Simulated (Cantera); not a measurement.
Feed: 1 mol Si, 5 mol HCl, 4.4 mol H2, at 1200 K and 75.0 Torr.

Cantera equilibrium calculation (NASA polynomials, part measured and part estimated; ideal gas, pure solids and liquids). Candidate condensed phases: Si; 19 gas species. The tables' values for SiCl3 are old estimates; treat these amounts as uncertain. Equilibrium is a limit: real reactors are often held back by kinetics, nucleation or transport.

Base state: H2 0.735, HCl 0.147, SiCl4 0.0937, SiHCl3 0.0127, SiCl3 0.00692, SiCl2 0.00448, SiH2Cl2 0.000226 (mole fractions); condensed: gas only.

Problem. What changes in the equilibrium state with this change: temperature from 1200 K to 1373 K?

Solution. 
| species | before | after |
|---|---|---|
| H2 | 0.735 | 0.668 |
| HCl | 0.147 | 0.218 |
| SiCl4 | 0.0937 | 0.0466 |
| SiCl2 | 0.00448 | 0.0379 |
| SiCl3 | 0.00692 | 0.0196 |
| SiHCl3 | 0.0127 | 0.00902 |
| SiH2Cl2 | 0.000226 | 0.000259 |

Problem. What changes in the equilibrium state with this change: Si replaced by SiCl4?

Solution. 
```tsv
species	before	after
HCl	0.147	0.484
H2	0.735	0.419
SiCl4	0.0937	0.0921
SiHCl3	0.0127	0.00217
SiH2Cl2	0.000226	6.69e-6
SiCl2	0.00448	0.000232
SiCl3	0.00692	0.00156
```
